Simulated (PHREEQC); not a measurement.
Model water analysis in mg/kgw, 45 °C, pH 7.2, pe 8.8:

| constituent | mg/kgw |
|---|---|
| Na | 2520 |
| K | 450 |
| Ca | 0.125 |
| Mg | 25.5 |
| Cl | 4280 |
| S(6) as SO4 | 10.4 |
| Alkalinity as HCO3 | 62.9 |
| Si as SiO2 | 3.48 |

Valence states are taken as typed.

Computed with PHREEQC (ion-association model, wateq4f.dat).

```csv
quantity,before,after
CO2 (mol/kgw),9.01e-5,8.00e-6
MgHCO3+ (mol/kgw),5.17e-6,4.58e-6
MgSO4 (mol/kgw),4.02e-6,4.01e-6
NaCO3- (mol/kgw),3.95e-6,3.51e-5
CO3-2 (mol/kgw),2.17e-6,1.93e-5
MgCO3 (mol/kgw),3.70e-7,3.28e-6
SI of Quartz (SiO2),-0.52,-0.54
```

Q: What was changed between the two runs?
A) pH from 7.2 to 8.2 at the same alkalinity
B) Si from 3.48 to 10.4 mg/kgw
C) Mg from 25.5 to 51 mg/kgw

A: A, pH from 7.2 to 8.2 at the same alkalinity

Precipitation was switched off in this run. At this temperature some constants are extrapolated from 25 °C, and those without enthalpy data are left unchanged.
